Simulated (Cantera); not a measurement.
A perfectly stirred reactor is fed with CH₄ : C₂H₆ : C₃H₈ : O₂ : N₂ = 1 : 0.14 : 0.33 : 4.45 : 16.7 (molar parts), at 630000 Pa; it is adiabatic with a 800 K inlet, and is followed from long to short residence time, starting on the burning branch (τ in s: 0.15, 0.059, 0.023, 0.0089, 0.0034, 0.0013, 0.00052, 0.0002, 7.7e-05, 3e-05, 1.2e-05, 4.5e-06).

Computed with Cantera and GRI-Mech 3.0 (53 species, 325 reactions). GRI-Mech 3.0 was tuned for natural gas; its chemistry of propane as a main component is partial and can be far from experiment.

### Question
What does this change do: inlet temperature 800 to 550 K?

### Answer
```tsv
quantity	before	after
blow-out, bracketed by the residence times tried	burning at 12.0 µs, out at 4.50 µs	burning at 30.0 µs, out at 12.0 µs
x(CH₄) at τ = 0.150 s	1.01e-7	2.08e-7
x(C₂H₆) at τ = 0.150 s	1.51e-9	2.89e-9
x(C₃H₈) at τ = 0.150 s	4.86e-9	8.59e-9
x(NO₂) at τ = 0.150 s	3.50e-6	2.57e-6
x(HCO) at τ = 0.150 s	7.51e-9	3.64e-9
x(CH₄) at τ = 0.520 ms	2.00e-5	3.06e-5
x(C₂H₆) at τ = 0.520 ms	4.11e-7	7.22e-7
x(C₃H₈) at τ = 0.520 ms	1.14e-6	1.80e-6
x(NO₂) at τ = 0.520 ms	6.93e-7	3.48e-7
x(HCO) at τ = 0.520 ms	6.49e-7	7.01e-7
```

### Question
What does this change do: inlet temperature 800 to 400 K?

### Answer
```tsv
quantity	before	after
blow-out, bracketed by the residence times tried	burning at 12.0 µs, out at 4.50 µs	burning at 30.0 µs, out at 12.0 µs
x(CH₄) at τ = 0.150 s	1.01e-7	3.29e-7
x(C₂H₆) at τ = 0.150 s	1.51e-9	4.51e-9
x(C₃H₈) at τ = 0.150 s	4.86e-9	1.25e-8
x(NO₂) at τ = 0.150 s	3.50e-6	1.92e-6
x(HCO) at τ = 0.150 s	7.51e-9	2.91e-9
x(CH₄) at τ = 0.520 ms	2.00e-5	3.92e-5
x(C₂H₆) at τ = 0.520 ms	4.11e-7	1.01e-6
x(C₃H₈) at τ = 0.520 ms	1.14e-6	2.38e-6
x(NO₂) at τ = 0.520 ms	6.93e-7	2.45e-7
x(HCO) at τ = 0.520 ms	6.49e-7	7.41e-7
```

### Question
What does this change do: 1.5 parts H2 added?

### Answer
```json
[
 {"quantity": "blow-out, bracketed by the residence times tried", "before": "burning at 12.0 µs, out at 4.50 µs", "after": "burning at 12.0 µs, out at 4.50 µs"},
 {"quantity": "x(CH₄) at τ = 0.150 s", "before": "1.01e-7", "after": "1.23e-7"},
 {"quantity": "x(C₂H₆) at τ = 0.150 s", "before": "1.51e-9", "after": "1.10e-9"},
 {"quantity": "x(C₃H₈) at τ = 0.150 s", "before": "4.86e-9", "after": "3.47e-9"},
 {"quantity": "x(NO₂) at τ = 0.150 s", "before": "3.50e-6", "after": "5.35e-7"},
 {"quantity": "x(HCO) at τ = 0.150 s", "before": "7.51e-9", "after": "4.49e-8"},
 {"quantity": "x(CH₄) at τ = 0.520 ms", "before": "2.00e-5", "after": "1.95e-5"},
 {"quantity": "x(C₂H₆) at τ = 0.520 ms", "before": "4.11e-7", "after": "2.97e-7"},
 {"quantity": "x(C₃H₈) at τ = 0.520 ms", "before": "1.14e-6", "after": "7.71e-7"},
 {"quantity": "x(NO₂) at τ = 0.520 ms", "before": "6.93e-7", "after": "3.05e-7"},
 {"quantity": "x(HCO) at τ = 0.520 ms", "before": "6.49e-7", "after": "6.61e-7"}
]
```
